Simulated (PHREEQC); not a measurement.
Solution (20 °C): 0.026 mol TMAH, 0.00021 mol Na2SiO3 and 0.23 mol K2CO3 per kg of water. Closed to the air; pH follows from the charge balance.

Model: ion-association model, phreeqc.dat, run in PHREEQC.

Each row changes one thing in this solution. No solid was allowed to form.

| case | pH | ionic strength (mol/kgw) | Na+ (mol/kgw) | H3SiO4- (mol/kgw) | H2SiO4-2 (mol/kgw) | H4SiO4 (mol/kgw) | SI of Quartz (SiO2) |
|---|---|---|---|---|---|---|---|
| as made | 12.38 | 0.716 | 0.000254 | 0.000155 | 5.51e-5 | 2.77e-7 | -2.42 |
| diluted 5-fold with water | 11.81 | 0.142 | 6.84e-5 | 3.90e-5 | 2.62e-6 | 3.54e-7 | -2.38 |
| K2CO3 left out | 12.51 | 0.0265 | 0.000420 | 0.000169 | 4.12e-5 | 3.56e-7 | -2.39 |
| TMAH replaced by (CH3)4NCl at the same molality | 11.60 | 0.712 | 0.000255 | 0.000196 | 1.14e-5 | 2.16e-6 | -1.53 |
| temperature from 20 to 75 °C | (withheld) | 0.708 | 5.99e-5 | 0.000166 | 4.22e-5 | 1.61e-6 | (withheld) |
| temperature from 20 to 50 °C | (withheld) | 0.713 | 0.000121 | 0.000163 | 4.62e-5 | 8.53e-7 | (withheld) |

Complete the blanks.


- temperature from 20 to 75 °C, pH: 10.99
- temperature from 20 to 75 °C, SI of Quartz (SiO2): -2.36
- temperature from 20 to 50 °C, pH: 11.51
- temperature from 20 to 50 °C, SI of Quartz (SiO2): -2.35

The ionic strength passes 0.7 mol/kgw, the rough limit of the ion-association models, in as made; TMAH replaced by (CH3)4NCl at the same molality; temperature from 20 to 75 °C; temperature from 20 to 50 °C. (CH3)4N+ isn't in the database: it is added as a free cation with an ion size of 4 Å. Constants without temperature data keep their 25 °C values here.
